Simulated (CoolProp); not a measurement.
The numbers come from the reference Helmholtz-energy equation of state, Lemmon 2006 in CoolProp. It is a short technical equation, of lower accuracy than the large ones.

Q: Give the vapour pressure (MPa), liquid density (kg/m³), vapour density (kg/m³), enthalpy of vaporisation (kJ/kg) of saturated carbonyl sulfide at 198.2, 214, 277.1 K.

A: 
```
T (K)  p (MPa)  liquid density (kg/m³)  vapour density (kg/m³)  enthalpy of vaporisation (kJ/kg)
-----  -------  ----------------------  ----------------------  --------------------------------
198.2   0.0273                    1230                    1.01                               325
214     0.0655                    1190                    2.26                               315
277.1    0.730                    1050                    21.4                               267
```
